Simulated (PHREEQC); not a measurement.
A made-up water analysis in mmol/kgw, 25 °C, pH 2.64, pe 11:

```csv
constituent,mmol/kgw
Na,4.05
K,1.92
Ca,5
Mg,0.225
Cl,2.06
S(6),9.61
B,0.0111
F,0.291
Zn,0.0179
Cu(2),0.00957
Cd,0.193
```

Cl is adjusted to close the charge balance.
Valence states are taken as typed.

The numbers come from PHREEQC with the ion-association model, phreeqc.dat.

Each row changes one thing in this solution. No solid was allowed to form.

```tsv
case	ionic strength (mol/kgw)	SO4-2 (mol/kgw)	Ca+2 (mol/kgw)	CaSO4 (mol/kgw)	HSO4- (mol/kgw)	Mg+2 (mol/kgw)	SI of Fluorite (CaF2)	SI of Gypsum (CaSO4:2H2O)
as made	0.0272	0.00698	0.00364	0.00134	0.000986	0.000151	-0.50	-0.54
temperature from 25 to 20 °C at the same typed pH	0.0274	0.00709	0.00366	0.00132	0.000902	0.000156	(withheld)	-0.53
Cd from 0.193 to 0.386 mmol/kgw	0.0276	0.00693	0.00365	0.00132	(withheld)	0.000151	-0.50	-0.55
```

Task: Complete the blanks.

Result: 
- temperature from 25 to 20 °C at the same typed pH, SI of Fluorite (CaF2): -0.38
- Cd from 0.193 to 0.386 mmol/kgw, HSO4- (mol/kgw): 0.000977

Real BF4- forms and hydrolyses slowly; the run takes it at equilibrium.
